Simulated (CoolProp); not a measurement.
1,2-dichloroethane along the isotherm 18.95 °C: density (kg/m³) from the reference equation and from simpler models built on Tc = 288.4 °C, pc = 5.226 MPa, ω = 0.269; each cubic takes its own stable root.

The numbers come from the reference Helmholtz-energy equation of state, Thol 2015 in CoolProp.

```
p (MPa)   phase  reference  van der Waals  Soave-Redlich-Kwong
-------  ------  ---------  -------------  -------------------
0.49     liquid       1255          718.6                 1091
0.98     liquid       1255          719.7                 1092
1.47     liquid       1255          720.8                 1092
1.96     liquid       1256              …                 1093
2.45     liquid       1256          723.0                 1093
2.94     liquid       1257          724.0                 1094
3.43     liquid       1257              …                 1094
3.92     liquid       1258          726.1                 1095
4.41     liquid       1258          727.0                 1095
4.9      liquid       1259          728.0                 1096
5.39     liquid       1259          729.0                 1096
5.88     liquid       1260          729.9                 1097
6.37     liquid       1260          730.8                 1097
6.86     liquid       1260              …                 1098
7.35     liquid       1261          732.6                 1098
7.84     liquid       1261          733.5                    …
```

### Question
Some entries are withheld; supply them.

### Answer

- 1.96, van der Waals: 721.9
- 3.43, van der Waals: 725.0
- 6.86, van der Waals: 731.7
- 7.84, Soave-Redlich-Kwong: 1099
